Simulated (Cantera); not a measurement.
Adiabatic ignition

An adiabatic, constant-volume homogeneous reactor starts with H₂ : O₂ : N₂ = 1 : 0.769 : 2.89 (molar parts), equivalence ratio 0.65, at 1550 K and 300000 Pa.

Cantera simulation using GRI-Mech 3.0 (53 species, 325 reactions); the numbers are that mechanism's predictions, not measurements. The hydrogen kinetics of GRI-Mech 3.0 are dated; newer H2 mechanisms differ, most at raised pressure.

```json
[
 {"t (s)": "4.00e-6", "T (K)": "1856", "P (bar)": "3.54", "x H₂": "0.0500", "x O₂": "0.0804", "x H₂O": "0.125", "x H": "0.0652", "x N₂O": "1.50e-7", "x HO₂": "9.79e-5"},
 {"t (s)": "1.43e-5", "T (K)": "2919", "P (bar)": "5.19", "x H₂": "0.0151", "x O₂": "0.0583", "x H₂O": "0.198", "x H": "0.00816", "x N₂O": "1.81e-6", "x HO₂": "2.98e-5"},
 {"t (s)": "5.14e-5", "T (K)": "2947", "P (bar)": "5.22", "x H₂": "0.0139", "x O₂": "0.0568", "x H₂O": "0.201", "x H": "0.00698", "x N₂O": "2.06e-6", "x HO₂": "3.09e-5"},
 {"t (s)": "0.000184", "T (K)": "2937", "P (bar)": "5.20", "x H₂": "0.0139", "x O₂": "0.0532", "x H₂O": "0.202", "x H": "0.00676", "x N₂O": "2.15e-6", "x HO₂": "2.89e-5"},
 {"t (s)": "0.000659", "T (K)": "2928", "P (bar)": "5.18", "x H₂": "0.0140", "x O₂": "0.0503", "x H₂O": "0.203", "x H": "0.00658", "x N₂O": "2.32e-6", "x HO₂": "2.72e-5"},
 {"t (s)": "0.00236", "T (K)": "2927", "P (bar)": "5.18", "x H₂": "0.0140", "x O₂": "0.0501", "x H₂O": "0.203", "x H": "0.00657", "x N₂O": "2.33e-6", "x HO₂": "2.71e-5"},
 {"t (s)": "0.00847", "T (K)": "2927", "P (bar)": "5.18", "x H₂": "0.0140", "x O₂": "0.0501", "x H₂O": "0.203", "x H": "0.00657", "x N₂O": "2.33e-6", "x HO₂": "2.71e-5"},
 {"t (s)": "0.0303", "T (K)": "2927", "P (bar)": "5.18", "x H₂": "0.0140", "x O₂": "0.0501", "x H₂O": "0.203", "x H": "0.00657", "x N₂O": "2.33e-6", "x HO₂": "2.71e-5"},
 {"t (s)": "0.109", "T (K)": "2927", "P (bar)": "5.18", "x H₂": "0.0140", "x O₂": "0.0501", "x H₂O": "0.203", "x H": "0.00657", "x N₂O": "2.33e-6", "x HO₂": "2.71e-5"},
 {"t (s)": "0.389", "T (K)": "2927", "P (bar)": "5.18", "x H₂": "0.0140", "x O₂": "0.0501", "x H₂O": "0.203", "x H": "0.00657", "x N₂O": "2.33e-6", "x HO₂": "2.71e-5"},
 {"t (s)": "1.40", "T (K)": "2927", "P (bar)": "5.18", "x H₂": "0.0140", "x O₂": "0.0501", "x H₂O": "0.203", "x H": "0.00657", "x N₂O": "2.33e-6", "x HO₂": "2.71e-5"},
 {"t (s)": "5.00", "T (K)": "2927", "P (bar)": "5.18", "x H₂": "0.0140", "x O₂": "0.0501", "x H₂O": "0.203", "x H": "0.00657", "x N₂O": "2.33e-6", "x HO₂": "2.71e-5"}
]
```
x: mole fraction; the columns are a selection and need not sum to one.

* **time of steepest temperature rise**: 3.88 µs
* **temperature at 5.00 s**: 2927 K
* **equilibrium temperature**: 2927 K
* **x(H₂) at 5.00 s**: 0.0140 (gas-phase equilibrium 0.0140)
* **x(O₂) at 5.00 s**: 0.0501 (gas-phase equilibrium 0.0501)
* **x(H₂O) at 5.00 s**: 0.203 (gas-phase equilibrium 0.203)
